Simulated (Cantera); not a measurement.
Feed: 1 mol SiH2Cl2, 2.8 mol N2, equilibrated at 0.340 bar.

Equilibrium computed with Cantera from the NASA thermochemical tables; the gas is ideal and each condensed phase is pure. Candidate condensed phases: NH4Cl, Si, Si3N4; 28 gas species. N2 is the only nitrogen source here; it is nearly inert below about 1500 K, so the nitride shown seldom forms there in practice. The tables' values for SiCl3, SiCl are old estimates; treat these amounts as uncertain. Gases not in the tables: Si2H6 and higher silanes. The numbers say what is thermodynamically allowed, not how fast it happens.

log p: log10 of the partial pressure in bar; n: condensed amount in mol.

| T (K) | log p N2 | log p HCl | log p H2 | log p SiCl2 | log p SiCl4 | log p SiCl3 | n Si3N4(s) |
|---|---|---|---|---|---|---|---|
| 875 | -0.71 | -1.13 | -1.33 | -9.39 | -1.63 | -6.39 | 0.241 |
| 975 | -0.71 | -1.09 | -1.36 | -7.67 | -1.66 | -5.39 | 0.246 |
| 1075 | -0.71 | -1.07 | -1.38 | -6.28 | -1.69 | -4.58 | 0.251 |
| 1175 | -0.72 | -1.05 | -1.40 | -5.13 | -1.71 | -3.91 | 0.254 |
| 1275 | -0.72 | -1.04 | -1.42 | -4.17 | -1.73 | -3.36 | 0.256 |
| 1375 | -0.72 | -1.03 | -1.43 | -3.36 | -1.77 | -2.89 | 0.257 |
| 1475 | -0.72 | -1.03 | -1.44 | -2.68 | -1.84 | -2.52 | 0.252 |
| 1575 | -0.72 | -1.05 | -1.43 | -2.13 | -1.98 | -2.27 | 0.236 |
| 1675 | -0.72 | -1.10 | -1.41 | -1.74 | -2.29 | -2.17 | … |
| 1775 | -0.72 | -1.18 | -1.36 | -1.50 | -2.77 | -2.25 | … |
| 1875 | -0.72 | -1.29 | -1.31 | -1.37 | -3.35 | -2.44 | … |
| 1975 | -0.71 | -1.41 | -1.27 | -1.30 | -3.96 | -2.67 | … |

### Question
Fill in the missing entries.

### Answer

- 1675, n Si3N4(s): 0.205
- 1775, n Si3N4(s): 0.164
- 1875, n Si3N4(s): 0.125
- 1975, n Si3N4(s): 0.0939
